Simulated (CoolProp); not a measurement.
Vapour-liquid equilibrium of ethane (1) + hydrogen chloride (2) at 168.5 K; x and y are mole fractions of (1).

Computed with CoolProp (multi-fluid Helmholtz-energy mixture model, Bücker 2006 and Thol 2018; pair parameters Bell 2016).

```json
[
 {"x": "0.05", "bubble pressure, mixture model (kPa)": "40.00", "bubble pressure, Raoult's law (kPa)": "29.19", "y, mixture model": "0.312", "y, Raoult's law": "0.066"},
 {"x": "0.125", "bubble pressure, mixture model (kPa)": "48.70", "bubble pressure, Raoult's law (kPa)": "29.95", "y, mixture model": "0.461", "y, Raoult's law": "0.162"},
 {"x": "0.2", "bubble pressure, mixture model (kPa)": "52.31", "bubble pressure, Raoult's law (kPa)": "30.71", "y, mixture model": "0.514", "y, Raoult's law": "0.253"},
 {"x": "0.275", "bubble pressure, mixture model (kPa)": "53.67", "bubble pressure, Raoult's law (kPa)": "31.47", "y, mixture model": "0.535", "y, Raoult's law": "0.339"},
 {"x": "0.35", "bubble pressure, mixture model (kPa)": "54.11", "bubble pressure, Raoult's law (kPa)": "32.23", "y, mixture model": "0.544", "y, Raoult's law": "0.422"},
 {"x": "0.425", "bubble pressure, mixture model (kPa)": "54.25", "bubble pressure, Raoult's law (kPa)": "32.99", "y, mixture model": "0.548", "y, Raoult's law": "0.500"},
 {"x": "0.5", "bubble pressure, mixture model (kPa)": "54.32", "bubble pressure, Raoult's law (kPa)": "33.75", "y, mixture model": "0.551", "y, Raoult's law": "0.575"},
 {"x": "0.575", "bubble pressure, mixture model (kPa)": "54.34", "bubble pressure, Raoult's law (kPa)": "34.51", "y, mixture model": "0.558", "y, Raoult's law": "0.647"},
 {"x": "0.65", "bubble pressure, mixture model (kPa)": "54.19", "bubble pressure, Raoult's law (kPa)": "35.27", "y, mixture model": "0.571", "y, Raoult's law": "0.715"},
 {"x": "0.725", "bubble pressure, mixture model (kPa)": "53.61", "bubble pressure, Raoult's law (kPa)": "36.03", "y, mixture model": "0.595", "y, Raoult's law": "0.781"},
 {"x": "0.8", "bubble pressure, mixture model (kPa)": "52.19", "bubble pressure, Raoult's law (kPa)": "36.79", "y, mixture model": "0.636", "y, Raoult's law": "0.844"},
 {"x": "0.875", "bubble pressure, mixture model (kPa)": "49.33", "bubble pressure, Raoult's law (kPa)": "37.55", "y, mixture model": "0.708", "y, Raoult's law": "0.905"},
 {"x": "0.95", "bubble pressure, mixture model (kPa)": "44.15", "bubble pressure, Raoult's law (kPa)": "38.31", "y, mixture model": "0.840", "y, Raoult's law": "0.963"}
]
```

The largest gap from Raoult's law is +70.5 % in bubble pressure, at x = 0.275. y crosses x between x = 0.5 and 0.575: the model has an azeotrope there.

The pair parameters rest on a limited set of measurements; away from them the model extrapolates. With so large a gap from Raoult's law the liquid may split in two, which this calculation doesn't test in full.
